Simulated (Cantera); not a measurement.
Charge: 1 mol Al, 0.59 mol O2, 260 mol H2, 83 mol NH3, at 773.15 K and 0.260 bar.

Cantera equilibrium calculation (NASA polynomials, part measured and part estimated; ideal gas, pure solids and liquids). Candidate condensed phases: Al, AlN, Al2O3, H2O; 35 gas species. Kinetics and transport are ignored.

### Question
What is the equilibrium state?

### Answer
- x(H2): 0.903
- x(N2): 0.0971
- x(NH3): 0.000275
- n(AlN(s)): 0.213 mol
- n(Al2O3(s)): 0.393 mol
- gas amount: 425.8 mol
- log10 activity of Al(s) (absent): -15.19
